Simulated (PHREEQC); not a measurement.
Phosphoric acid bath: speciation

Solution (25 °C): 11 mmol/kgw H3PO4 and 6.1 mmol/kgw H3AsO4. Closed to the air; pH follows from the charge balance.

The numbers come from PHREEQC with the ion-association model, wateq4f.dat.

Each row changes one thing in this solution. This is a speciation only: nothing precipitates in the calculation.

```json
[
 {"case": "as made", "pH": "2.13", "ionic strength (mol/kgw)": "0.00810", "H2PO4- (mol/kgw)": "0.00550", "H3PO4 (mol/kgw)": "0.00550", "H3AsO4 (mol/kgw)": "0.00350", "H2AsO4- (mol/kgw)": "0.00260"},
 {"case": "H3PO4 from 0.011 to 0.0099 mol/kgw", "pH": "2.15", "ionic strength (mol/kgw)": "0.00772", "H2PO4- (mol/kgw)": "0.00506", "H3PO4 (mol/kgw)": "0.00484", "H3AsO4 (mol/kgw)": "0.00344", "H2AsO4- (mol/kgw)": "0.00266"},
 {"case": "diluted 100-fold with water", "pH": "3.79", "ionic strength (mol/kgw)": "…", "H2PO4- (mol/kgw)": "0.000107", "H3PO4 (mol/kgw)": "2.56e-6", "H3AsO4 (mol/kgw)": "1.91e-6", "H2AsO4- (mol/kgw)": "5.91e-5"},
 {"case": "0.0011 mol/kgw H2SO4 added", "pH": "2.07", "ionic strength (mol/kgw)": "0.0100", "H2PO4- (mol/kgw)": "…", "H3PO4 (mol/kgw)": "0.00585", "H3AsO4 (mol/kgw)": "0.00369", "H2AsO4- (mol/kgw)": "0.00241"},
 {"case": "diluted 5-fold with water", "pH": "2.62", "ionic strength (mol/kgw)": "0.00250", "H2PO4- (mol/kgw)": "0.00165", "H3PO4 (mol/kgw)": "0.000547", "H3AsO4 (mol/kgw)": "0.000377", "H2AsO4- (mol/kgw)": "0.000843"}
]
```

Task: Fill in the missing entries.

Result: 
- diluted 100-fold with water, ionic strength (mol/kgw): 0.000167
- 0.0011 mol/kgw H2SO4 added, H2PO4- (mol/kgw): 0.00515

Species that the database lacks are ignored. H3PO4, which wateq4f.dat lacks, is added to it with the constant of phreeqc.dat.
